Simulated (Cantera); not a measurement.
Premixed flame

A freely propagating, adiabatic, planar premixed flame of 44.2 % H2, 9.19 % O2, 38.7 % N2, 7.95 % H2O, equivalence ratio 2.4, unburnt at 475 K and 1.40 bar; mixture-averaged transport, grid criteria slope 0.08 and curve 0.16, no radiation.

Model: the H2/O2 subset of GRI-Mech 3.0, which has no nitrogen chemistry, integrated in Cantera. Burning velocities carry a grid error of a few per cent, more on coarse grids.

```
z (mm)   T (K)  u (m/s)   x H2      x O2   x H2O      x H   x H2O2     x HO2
-------  -----  -------  -----  --------  ------  -------  -------  --------
-0.762     475     4.28  0.442    0.0919  0.0795    <1e-8    <1e-8     <1e-8
-0.508     475     4.28  0.442    0.0919  0.0795    <1e-8    <1e-8     <1e-8
-0.381     475     4.28  0.442    0.0919  0.0796    <1e-8    <1e-8   4.83e-8
-0.254     476     4.29  0.441    0.0920  0.0796    <1e-8  4.59e-8   1.31e-6
-0.127     519     4.62  0.433    0.0925  0.0825  4.60e-5  1.53e-5  0.000307
-0.0635    750     6.51  0.404    0.0859   0.105  0.00253  3.87e-5  0.000349
0         1084     9.20  0.354    0.0648   0.155   0.0150  9.06e-6  0.000142
0.0635    1331     11.2  0.300    0.0331   0.218   0.0329  1.35e-6   5.78e-5
0.127     1463     12.3  0.270    0.0119   0.259   0.0424  6.82e-7   1.93e-5
0.254     1569     13.1  0.258   0.00134   0.280   0.0414  3.67e-7   2.03e-6
0.508     1651     13.7  0.263  0.000111   0.284   0.0319  2.23e-7   1.85e-7
1.02      1724     14.3  0.269   3.98e-5   0.286   0.0218  1.18e-7   7.64e-8
2.03      1778     14.6  0.274   1.72e-5   0.288   0.0138  5.44e-8   3.64e-8
```
x: mole fraction of selected species; z is measured from the peak of heat release.

laminar burning velocity: 428 cm/s
thermal thickness: 0.254 mm
peak x(H): 0.0436
peak x(H2O2): 4.05e-5
peak x(HO2): 0.000491
grid points: 110
